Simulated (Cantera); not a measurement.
# Stirred combustor or abatement burner

A perfectly stirred reactor is fed with CH4 : CO : O2 : N2 = 1.6 : 0.27 : 1.33 : 11.2 (molar parts), at 4.93 atm; it is adiabatic with a 550 K inlet, and is followed from long to short residence time, starting on the burning branch (τ in s: 0.061, 0.027, 0.012, 0.0054, 0.0024, 0.0011, 0.00047, 0.00021, 9.4e-05).

Computed with Cantera and GRI-Mech 3.0 (53 species, 325 reactions).

```
τ (s)    T (K)   x CH4    x CO    x O2      x NO   x CO2
-------  -----  ------  ------  ------  --------  ------
0.061     1088  0.0654  0.0421  0.0357  7.96e-12  0.0116
0.027      550   0.111  0.0187  0.0924    <1e-12  <1e-12
0.012      550   0.111  0.0187  0.0924    <1e-12  <1e-12
0.0054     550   0.111  0.0187  0.0924    <1e-12  <1e-12
0.0024     550   0.111  0.0187  0.0924    <1e-12  <1e-12
0.0011     550   0.111  0.0187  0.0924    <1e-12  <1e-12
0.00047    550   0.111  0.0187  0.0924    <1e-12  <1e-12
0.00021    550   0.111  0.0187  0.0924    <1e-12  <1e-12
9.4e-5     550   0.111  0.0187  0.0924    <1e-12  <1e-12
```
x: mole fraction; the columns are a selection and need not sum to one.
